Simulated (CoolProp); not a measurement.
Vapour-liquid equilibrium of R134a (1) + R245fa (2) at 71.65 °C; x and y are mole fractions of (1).

Model: multi-fluid Helmholtz-energy mixture model, Tillner-Roth 1994 and Akasaka 2015; pair parameters Akasaka 2014, in CoolProp.

Give the bubble pressure and the first vapour's composition at x = 0.15, 0.25, 0.75. Is there an azeotrope?

x = 0.15: 8.400 bar, y = 0.318; x = 0.25: 9.782 bar, y = 0.463; x = 0.75: 17.37 bar, y = 0.871. No azeotrope shows between x = 0.05 and 0.95.

The pair parameters rest on a limited set of measurements; away from them the model extrapolates.
